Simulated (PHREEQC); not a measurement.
Acid rinse or clean with copper plating or etch bath (model solution)

Solution A (0.014 mol/kgw H2SO4, 0.0021 mol/kgw NaCl and 0.0077 mol/kgw CuCl2) is mixed with solution B (71 mmol/kgw CuSO4, 4.6 mmol/kgw HCl and 7.5 mmol/kgw Na2SO4) at 25 °C; shares are by mass of water, 1 kg in all. Oxygen is held at 0.21 atm. CO2 from the air is kept out. Precipitation was switched off in this run.

Model: ion-association model, phreeqc.dat, run in PHREEQC.

Q: Predict pH, SO4-2 (mol/kgw) at share of solution B = 0.2, 0.4, 0.5, 0.6, 0.9.

A: 
| share of solution B | pH | SO4-2 (mol/kgw) |
|---|---|---|
| 0.2 | 1.89 | 0.0125 |
| 0.4 | 2.06 | 0.0195 |
| 0.5 | 2.14 | 0.0231 |
| 0.6 | 2.24 | 0.0268 |
| 0.9 | 2.60 | 0.0381 |
